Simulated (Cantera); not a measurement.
Cantera run:

```python
import numpy as np
import cantera as ct

gas_names = """
    H HNO HNO2 HNO3 HO2 H2 H2O H2O2 N NH NH2 NH3 NH2OH NO NO2 NO3 N2 N2H2 N2H4 N2O O OH O2 O3 Pb PbO Pb2
""".split()
cond_names = """
    H2O(s) H2O(L) Pb(cr) Pb(L) PbO(rd) PbO(yw) PbO(L) PbO2(s) Pb3O4(s)
""".split()


def load(file, names, dense=False):
    # The tables refer to 1 bar. Condensed volumes are neglected.
    table = {s.name: s for s in ct.Species.list_from_file(file)}
    out = []
    for n in names:
        d = dict(table[n].input_data)
        d["thermo"] = dict(d["thermo"], **{"reference-pressure": 1e5})
        if dense:
            d["equation-of-state"] = {"model": "constant-volume", "density": "1e6 g/cm^3"}
        out.append(ct.Species.from_dict(d))
    return out


gas = ct.Solution(thermo="ideal-gas", species=load("nasa_gas.yaml", gas_names))
cond = {s.name: ct.Solution(thermo="fixed-stoichiometry", species=[s], name=s.name)
        for s in load("nasa_condensed.yaml", cond_names, dense=True)}
atoms = {
    'PbO': {'Pb': 1, 'O': 1},
    'H2': {'H': 2},
    'N2': {'N': 2},
}
top_T = {'Pb3O4(s)': 820}  # K; cautious upper limits of use, not melting points


def equilibrate(T, P, feed):
    n = {}
    for name, mol in feed.items():
        for a, k in atoms[name].items():
            n[a] = n.get(a, 0.0) + k * mol
    gas.TPX = T, P, n
    mass = sum(n.values()) * gas.mean_molecular_weight
    gas.equilibrate("TP")
    valid = [c for c in cond.values() if c.min_temp <= T <= top_T.get(c.name, c.max_temp)]
    mix = ct.Mixture([(gas, mass / gas.mean_molecular_weight)] + [(c, 0.0) for c in valid])
    mix.T, mix.P = T, P
    mix.equilibrate("TP", solver="vcs", rtol=1e-11, max_steps=5000)
    return mix


results = []
feed = {'PbO': 1, 'H2': 0.56, 'N2': 0.21}  # mol
P = 110  # Pa
for T in [848, 948, 1048, 1148, 1248, 1348, 1448, 1548]:
    mix = equilibrate(T, P, feed)
    results.append((T, P, feed, dict(zip(mix.species_names, mix.species_moles))))

top = {s: max(r[3][s] / sum(r[3][g] for g in gas_names) for r in results) for s in gas_names}
cols = sorted((s for s in top if top[s] > 1e-06), key=lambda s: -top[s])[:9]
seen = [c for c in cond_names if any(r[3].get(c, 0) > 1e-12 for r in results)]
print("log10 of partial pressures in bar; condensed amounts in mol")
print(f"{'T/K':>10s}" + "".join(f"{s[:9]:>10s}" for s in cols + seen))
for T, P, feed, n in results:
    ng = sum(n[g] for g in gas_names)
    print(f"{T:10.4g}" + "".join(f"{np.log10(max(n[s] / ng * P / 1e5, 1e-99)):10.3f}" for s in cols)
          + "".join(f"{n.get(c, 0):10.4g}" for c in seen))
```

Output:

```
log10 of partial pressures in bar; condensed amounts in mol
       T/K       H2O        Pb        N2       PbO        O2        OH        H2        NO         O     Pb(L)   PbO(yw)    PbO(L)
       848    -3.097    -6.524    -3.523    -9.120   -16.548   -13.476    -7.197   -15.005   -20.441    0.5597      0.44         0
       948    -3.099    -5.320    -3.525    -7.310   -13.703   -11.711    -7.015   -12.990   -17.379    0.5566      0.44         0
      1048    -3.116    -4.350    -3.541    -5.856   -11.412   -10.292    -6.875   -11.372   -14.905    0.5273    0.4391         0
      1148    -3.236    -3.553    -3.662    -4.664    -9.530    -9.176    -6.858   -10.095   -12.865    0.2895    0.4192         0
      1248    -3.410    -3.410    -3.836    -3.755    -7.077    -8.056    -7.351    -8.621   -10.715         0         0    0.1865
      1348    -3.459    -3.455    -3.885    -3.568    -5.830    -7.264    -7.249    -7.738    -9.304         0         0         0
      1448    -3.461    -3.446    -3.887    -3.586    -5.208    -6.674    -6.893    -7.184    -8.314         0         0         0
      1548    -3.466    -3.423    -3.892    -3.632    -4.755    -6.183    -6.542    -6.746    -7.495         0         0         0
```

Equilibrium computed with Cantera from the NASA thermochemical tables; the gas is ideal and each condensed phase is pure. Mutual solubility and eutectic melting of coexisting phases are not modelled. Gases not in the tables: (PbO)n polymers.
